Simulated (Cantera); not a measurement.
# Roasting and sulfation: FeS + SO2 + N2 + SO3

Feed: 1 mol FeS, 0.41 mol SO2, 0.53 mol N2, 2.4 mol SO3, held at 850 K.

Cantera equilibrium calculation (NASA polynomials, part measured and part estimated; ideal gas, pure solids and liquids). Candidate condensed phases: Fe, FeO, FeS, FeSO4, FeS2, Fe2O3, Fe2(SO4)3, Fe3O4, S; 19 gas species. FeS: taken at fixed stoichiometry. Gases not in the tables: S3 to S7. The numbers say what is thermodynamically allowed, not how fast it happens.

| P (Pa) | x SO2 | x N2 | x S2 | x S2O | n FeS(s) | n Fe3O4(s) | n FeS2(s) |
|---|---|---|---|---|---|---|---|
| 1000 | 0.845 | 0.130 | 0.0236 | 0.00111 | 0.160 | 0.280 | 0 |
| 2300 | 0.849 | 0.130 | 0.0200 | 0.00121 | 0.178 | 0.274 | 0 |
| 5400 | 0.852 | 0.130 | 0.0169 | 0.00132 | 0.192 | 0.269 | 0 |
| 13000 | 0.855 | 0.132 | 0.0122 | 0.00129 | 0 | 0.288 | 0.135 |
| 29000 | 0.858 | 0.132 | 0.00816 | 0.00117 | 0 | 0.284 | 0.148 |
| 68000 | 0.861 | 0.132 | 0.00534 | 0.00105 | 0 | 0.281 | 0.157 |
| 160000 | 0.863 | 0.133 | 0.00348 | 0.000948 | 0 | 0.279 | 0.162 |
| 370000 | 0.864 | 0.133 | 0.00229 | 0.000855 | 0 | 0.278 | 0.166 |
| 860000 | 0.865 | 0.133 | 0.00150 | 0.000770 | 0 | 0.277 | 0.169 |
| 2000000 | 0.866 | 0.133 | 0.000987 | 0.000693 | 0 | 0.277 | 0.170 |
x: gas mole fraction; n: condensed amount in mol.

From 10.0 mbar to 54.0 mbar the condensed part is FeS(s) + Fe3O4(s). From 0.130 bar to 20.0 bar the condensed part is FeS2(s) + Fe3O4(s).
